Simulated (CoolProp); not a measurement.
Vapour-liquid equilibrium of R114 (1) + n-hexane (2) at 0.122 MPa; x and y are mole fractions of (1).

Model: multi-fluid Helmholtz-energy mixture model, Platzer 1990 and Thol 2019; pair parameters Bell 2016, in CoolProp. This equation is an older, rougher fit; its heat capacities, sound speeds and derivatives of the liquid may be far off and weren't checked against measurements.

### Question
Give the bubble temperature and the first vapour's composition at x = 0.05, 0.2, 0.425. Is there an azeotrope?

### Answer
x = 0.05: 335.1 K, y = 0.351; x = 0.2: 312.3 K, y = 0.747; x = 0.425: 297.6 K, y = 0.890. No azeotrope shows between x = 0.05 and 0.95.

Pair parameters are fitted to limited data, so mixtures are less certain than the pure fluids.
